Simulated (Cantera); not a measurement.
A Cantera script and its output.

```python
import numpy as np
import cantera as ct

gas = ct.Solution("gri30.yaml")
gas.TPX = 1875, 100000, {'CH4': 1, 'N2': 0.76}
reactor = ct.IdealGasConstPressureReactor(gas, energy="off", clone=False)
net = ct.ReactorNet([reactor])
net.rtol, net.atol = 1e-08, 1e-18
show = ['CH4', 'CH2', 'HCN', 'C2H4', 'H2', 'C2H2', 'CH3']
times = np.geomspace(2e-05, 4, 15)

steps = ct.SolutionArray(gas, extra=["t"])
rows = []
print(f"{'t/s':>10s}{'T/K':>9s}{'P/Pa':>11s}" + "".join(f"{s:>11s}" for s in show))
for t in times:
    while net.time < t:
        t_next = net.step()
        steps.append(gas.state, t=t_next)
    rows.append([np.interp(t, steps.t, y) for y in (steps.T, steps.P, *steps(*show).X.T)])
    print(f"{t:10.3e}{rows[-1][0]:9.1f}{rows[-1][1]:11.4g}" + "".join(f"{x:11.3e}" for x in rows[-1][2:]))
rate = np.gradient(steps.T, steps.t)
print("integrator steps:", len(steps.t))
if steps.T.max() > steps.T[0] + 200:
    print(f"time of steepest temperature rise: {steps.t[rate.argmax()]:.4e} s")
gas.TPX = 1875, 100000, {'CH4': 1, 'N2': 0.76}
gas.equilibrate("TP")
print(f"equilibrium (TP): T = {gas.T:.1f} K  " + "  ".join(f"{s} {gas[s].X[0]:.3e}" for s in show))
```

It prints:

```
       t/s      T/K       P/Pa        CH4        CH2        HCN       C2H4         H2       C2H2        CH3
 2.000e-05   1875.0      1e+05  5.615e-01  1.188e-06  4.550e-11  5.010e-04  3.224e-03  8.313e-06  3.618e-03
 4.783e-05   1875.0      1e+05  5.447e-01  3.241e-06  5.285e-10  4.288e-03  1.433e-02  2.772e-04  6.208e-03
 1.144e-04   1875.0      1e+05  4.793e-01  5.483e-06  6.707e-09  2.050e-02  6.671e-02  6.058e-03  7.945e-03
 2.735e-04   1875.0      1e+05  3.496e-01  4.089e-06  3.928e-08  2.680e-02  1.908e-01  4.414e-02  5.811e-03
 6.540e-04   1875.0      1e+05  2.260e-01  2.533e-06  1.070e-07  9.943e-03  3.194e-01  9.903e-02  3.578e-03
 1.564e-03   1875.0      1e+05  1.297e-01  1.602e-06  2.276e-07  3.386e-03  4.159e-01  1.360e-01  2.086e-03
 3.740e-03   1875.0      1e+05  6.474e-02  9.356e-07  4.169e-07  1.697e-03  4.796e-01  1.586e-01  1.084e-03
 8.944e-03   1875.0      1e+05  2.912e-02  4.861e-07  6.674e-07  1.363e-03  5.143e-01  1.705e-01  5.063e-04
 2.139e-02   1875.0      1e+05  1.293e-02  2.364e-07  9.583e-07  1.337e-03  5.300e-01  1.758e-01  2.300e-04
 5.115e-02   1875.0      1e+05  6.931e-03  1.325e-07  1.311e-06  1.347e-03  5.358e-01  1.777e-01  1.246e-04
 1.223e-01   1875.0      1e+05  5.667e-03  1.096e-07  1.905e-06  1.351e-03  5.370e-01  1.781e-01  1.021e-04
 2.925e-01   1875.0      1e+05  5.620e-03  1.087e-07  3.310e-06  1.351e-03  5.370e-01  1.782e-01  1.013e-04
 6.995e-01   1875.0      1e+05  5.620e-03  1.087e-07  6.991e-06  1.351e-03  5.370e-01  1.782e-01  1.013e-04
 1.673e+00   1875.0      1e+05  5.619e-03  1.087e-07  1.721e-05  1.351e-03  5.370e-01  1.782e-01  1.013e-04
 4.000e+00   1875.0      1e+05  5.619e-03  1.087e-07  4.604e-05  1.351e-03  5.370e-01  1.781e-01  1.013e-04
integrator steps: 1487
equilibrium (TP): T = 1875.0 K  CH4 4.722e-03  CH2 9.121e-08  HCN 1.074e-01  C2H4 9.500e-04  H2 5.381e-01  C2H2 1.251e-01  CH3 8.503e-05
```

Computed with Cantera and GRI-Mech 3.0 (53 species, 325 reactions). GRI-Mech 3.0 stops at C3 and has no aromatics, soot or wall deposition, so with more carbon than oxygen in the feed, carbon stays in small species such as C2H2 where larger ones or solid carbon would form.
